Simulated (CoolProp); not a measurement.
Model: reference Helmholtz-energy equation of state, Gedanitz 2015, in CoolProp.

Problem. For cyclopentane, give the phase and the density (kg/m³), isothermal compressibility (1/MPa), expansivity (1/kK) at 247.65 °C and 0.764 MPa; 247.65 °C and 4.58 MPa.

Solution. 
- 247.65 °C and 0.764 MPa: gas; density 13.1, isothermal compressibility 1.39, expansivity 2.33
- 247.65 °C and 4.58 MPa: gas; density 147, isothermal compressibility 0.673, expansivity 20.3
